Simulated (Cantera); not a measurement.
A closed system holds: 1 mol FeS, 0.51 mol O2, 2 mol CO2, equilibrated at 48.8 Torr.

Method: chemical equilibrium by Gibbs-energy minimisation in Cantera with the NASA 1993 tables (ideal gas, pure condensed phases). Candidate condensed phases: C, Fe, Fe(CO)5, FeO, FeS, FeSO4, FeS2, Fe2O3, Fe2(SO4)3, Fe3O4, S; 25 gas species. Metal and sulfide melt together well below either melting point, which pure phases cannot show. Mutual solubility and eutectic melting of coexisting phases are not modelled. The tables' stoichiometric FeO is somewhat more stable than real wüstite, so its field is too wide. FeO, FeS: taken at fixed stoichiometry. Gases not in the tables: S3 to S7. Equilibrium is a limit: real reactors are often held back by kinetics, nucleation or transport.

Q: Which condensed phases are stable at each of these points (T (K)): 923, 998, 1073, 1148, 1223, 1298, 1373, 1448, 1523, 1598, 1673, 1748, 1823, 1898?

A: 
| T (K) | condensed phases | Fe condensed (%) |
|---|---|---|
| 923 | FeS(s) + Fe3O4(s) | 100.0 |
| 998 | FeS(s) + Fe3O4(s) | 100.0 |
| 1073 | FeS(s) + Fe3O4(s) | 100.0 |
| 1148 | FeS(s) + Fe3O4(s) | 100.0 |
| 1223 | FeS(s) + Fe3O4(s) | 100.0 |
| 1298 | FeO(s) + FeS(s) | 100.0 |
| 1373 | FeO(s) + FeS(s) | 100.0 |
| 1448 | FeO(s) + FeS(s) | 100.0 |
| 1523 | FeO(s) + FeS(l) | 100.0 |
| 1598 | FeO(s) + FeS(l) | 100.0 |
| 1673 | FeO(l) | 100.0 |
| 1748 | FeO(l) | 100.0 |
| 1823 | FeO(l) | 100.0 |
| 1898 | FeO(l) | 99.9 |

From 923 K to 1223 K the condensed part is FeS(s) + Fe3O4(s). From 1298 K to 1448 K the condensed part is FeO(s) + FeS(s). From 1523 K to 1598 K the condensed part is FeO(s) + FeS(l). From 1673 K to 1898 K the condensed part is FeO(l).
